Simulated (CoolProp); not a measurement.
Properties of carbon monoxide at several states (Tc = -140.3 °C, pc = 3.498 MPa, ω = 0.050).

Model: reference Helmholtz-energy equation of state, Lemmon 2006, in CoolProp. It is a short technical equation, of lower accuracy than the large ones.

```tsv
T (°C)	p (MPa)	phase	cv (kJ/(kg K))	speed of sound (m/s)	isothermal compressibility (1/MPa)
-110.75	2.14	gas	[?]	248.0	0.5313
209.75	0.042	gas	0.7634	446.3	23.81
173.55	3.7	supercritical	0.7615	[?]	0.2665
120.65	0.442	gas	[?]	405.0	2.260
-179.95	6.48	liquid	[?]	816.9	0.003839
106.75	11.9	supercritical	0.7667	[?]	0.07956
```

**Question.** Fill in the missing entries.

**Answer.** 
- -110.75, cv (kJ/(kg K)): 0.7779
- 173.55, speed of sound (m/s): 439.5
- 120.65, cv (kJ/(kg K)): 0.7505
- -179.95, cv (kJ/(kg K)): 1.082
- 106.75, speed of sound (m/s): 431.8
